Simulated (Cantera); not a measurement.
A Cantera script and its output.

```python
import numpy as np
import cantera as ct

gas = ct.Solution("gri30.yaml")
gas.TPX = 575, 42000, {'H2': 1, 'O2': 0.294, 'N2': 1.11}
inlet = ct.Reservoir(gas, clone=True)
gas.equilibrate("HP")  # start burning
reactor = ct.IdealGasConstPressureReactor(gas, energy="on", clone=False)
exhaust = ct.Reservoir(gas, clone=True)
tau = [0.21, 0.074, 0.026, 0.0093, 0.0033, 0.0012, 0.00042, 0.00015, 5.3e-05, 1.9e-05][0]
for a, b in ((inlet, reactor), (reactor, exhaust)):
    ct.MassFlowController(a, b, mdot=lambda t: reactor.mass / tau)
net = ct.ReactorNet([reactor])
show = ['H2', 'O2', 'N2O', 'H2O', 'NO']

rows = []
print(f"{'tau/s':>10s}{'T/K':>9s}" + "".join(f"{s:>11s}" for s in show))
for tau in [0.21, 0.074, 0.026, 0.0093, 0.0033, 0.0012, 0.00042, 0.00015, 5.3e-05, 1.9e-05]:
    net.initial_time = 0.0
    net.advance(30 * tau)
    before = gas.X
    net.advance(40 * tau)
    drift = np.max(np.abs(gas.X - before) / (gas.X + 1e-9))
    rows.append([gas.T, *gas[show].X, drift])
    print(f"{tau:10.3e}{gas.T:9.1f}" + "".join(f"{x:11.3e}" for x in gas[show].X))
```

Output:

```
     tau/s      T/K         H2         O2        N2O        H2O         NO
 2.100e-01   2328.9  1.906e-01  5.943e-05  4.769e-09  2.741e-01  1.682e-04
 7.400e-02   2308.8  1.893e-01  1.004e-04  4.265e-09  2.730e-01  1.506e-04
 2.600e-02   2267.8  1.868e-01  2.022e-04  3.653e-09  2.706e-01  1.157e-04
 9.300e-03   2198.0  1.825e-01  4.328e-04  3.210e-09  2.668e-01  7.434e-05
 3.300e-03   2091.1  1.762e-01  9.150e-04  3.173e-09  2.611e-01  4.487e-05
 1.200e-03   1949.2  1.681e-01  1.777e-03  3.575e-09  2.542e-01  2.994e-05
 4.200e-04   1768.7  1.581e-01  3.319e-03  4.142e-09  2.461e-01  1.948e-05
 1.500e-04   1571.7  1.504e-01  6.406e-03  4.557e-09  2.362e-01  1.041e-05
 5.300e-05   1357.5  1.654e-01  1.747e-02  5.004e-09  2.114e-01  3.921e-06
 1.900e-05    575.0  4.160e-01  1.223e-01 -1.538e-24 -1.466e-16 -6.372e-22
```

Computed with Cantera and GRI-Mech 3.0 (53 species, 325 reactions).
